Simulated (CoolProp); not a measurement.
R1234yf at several states: density (kg/m³) from the reference equation and from simpler models built on Tc = 367.8 K, pc = 33.84 bar, ω = 0.276; each cubic takes its own stable root.

The numbers come from the reference Helmholtz-energy equation of state, Lemmon 2022 in CoolProp.

```json
[
 {"T (K)": "232.7", "p (bar)": "0.465", "phase": "gas", "reference": "2.809", "van der Waals": "2.774", "Redlich-Kwong": "2.788", "Soave-Redlich-Kwong": "2.794", "Peng-Robinson": "2.796"},
 {"T (K)": "356.8", "p (bar)": "6.38", "phase": "gas", "reference": "26.60", "van der Waals": "26.19", "Redlich-Kwong": "26.48", "Soave-Redlich-Kwong": "26.51", "Peng-Robinson": "26.72"},
 {"T (K)": "381.3", "p (bar)": "0.845", "phase": "gas", "reference": "3.063", "van der Waals": "3.061", "Redlich-Kwong": "3.063", "Soave-Redlich-Kwong": "3.063", "Peng-Robinson": "3.066"},
 {"T (K)": "276.5", "p (bar)": "0.232", "phase": "gas", "reference": "1.158", "van der Waals": "1.155", "Redlich-Kwong": "1.157", "Soave-Redlich-Kwong": "1.158", "Peng-Robinson": "1.158"},
 {"T (K)": "163.4", "p (bar)": "39.4", "phase": "liquid", "reference": "1476", "van der Waals": "862.7", "Redlich-Kwong": "1275", "Soave-Redlich-Kwong": "1297", "Peng-Robinson": "1455"}
]
```
